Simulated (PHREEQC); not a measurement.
0.081 g of hydrous ferric oxide (600 m²/g; 0.2 weak and 0.005 strong sites per Fe, Dzombak-Morel constants, diffuse double layer) in 1 kg of water with 0.05 mol/kgw of an inert sodium salt and 0.00018 mmol/kgw NaH2PO4, at 25 °C; the pH is set by adding NaOH or the inert anion's acid. Oxygen is held at 0.21 atm. No CO2 enters from the air. Nothing may precipitate in this run.

Computed with PHREEQC (ion-association model, wateq4f.dat).

**Question.** Predict surface charge σ (C/m²), surface potential ψ (mV) at pH = 3.5, 5, 6, 7, 8.5.

**Answer.** 
```csv
pH,surface charge σ (C/m²),surface potential ψ (mV)
3.5,0.335,166
5,0.180,135
6,0.089,99
7,0.034,55
8.5,-0.011,-20
```

H3PO4, which wateq4f.dat lacks, is added to it with the constant of phreeqc.dat. The oxide is taken as insoluble; below pH 4 it would dissolve.
